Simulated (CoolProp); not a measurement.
Vapour-liquid equilibrium of n-hexane (1) + m-xylene (2) at 288.4 K; x and y are mole fractions of (1).

Values from CoolProp's multi-fluid Helmholtz-energy mixture model, Thol 2019 and Zhou 2012; pair parameters Bell 2016.

```json
[
 {"x": "0.05", "bubble pressure, mixture model (MPa)": "0.001307", "bubble pressure, Raoult's law (MPa)": "0.001239", "y, mixture model": "0.549", "y, Raoult's law": "0.524"},
 {"x": "0.15", "bubble pressure, mixture model (MPa)": "0.002896", "bubble pressure, Raoult's law (MPa)": "0.002475", "y, mixture model": "0.819", "y, Raoult's law": "0.787"},
 {"x": "0.25", "bubble pressure, mixture model (MPa)": "0.004593", "bubble pressure, Raoult's law (MPa)": "0.003711", "y, mixture model": "0.900", "y, Raoult's law": "0.874"},
 {"x": "0.35", "bubble pressure, mixture model (MPa)": "0.006204", "bubble pressure, Raoult's law (MPa)": "0.004947", "y, mixture model": "0.936", "y, Raoult's law": "0.918"},
 {"x": "0.45", "bubble pressure, mixture model (MPa)": "0.007614", "bubble pressure, Raoult's law (MPa)": "0.006183", "y, mixture model": "0.955", "y, Raoult's law": "0.945"},
 {"x": "0.55", "bubble pressure, mixture model (MPa)": "0.008790", "bubble pressure, Raoult's law (MPa)": "0.007419", "y, mixture model": "0.966", "y, Raoult's law": "0.962"},
 {"x": "0.65", "bubble pressure, mixture model (MPa)": "0.009768", "bubble pressure, Raoult's law (MPa)": "0.008655", "y, mixture model": "0.974", "y, Raoult's law": "0.975"},
 {"x": "0.75", "bubble pressure, mixture model (MPa)": "0.01063", "bubble pressure, Raoult's law (MPa)": "0.009891", "y, mixture model": "0.981", "y, Raoult's law": "0.984"},
 {"x": "0.85", "bubble pressure, mixture model (MPa)": "0.01148", "bubble pressure, Raoult's law (MPa)": "0.01113", "y, mixture model": "0.987", "y, Raoult's law": "0.992"},
 {"x": "0.95", "bubble pressure, mixture model (MPa)": "0.01243", "bubble pressure, Raoult's law (MPa)": "0.01236", "y, mixture model": "0.995", "y, Raoult's law": "0.997"}
]
```

The largest gap from Raoult's law is +25.4 % in bubble pressure, at x = 0.35. No azeotrope shows between x = 0.05 and 0.95.

The pair parameters rest on a limited set of measurements; away from them the model extrapolates.
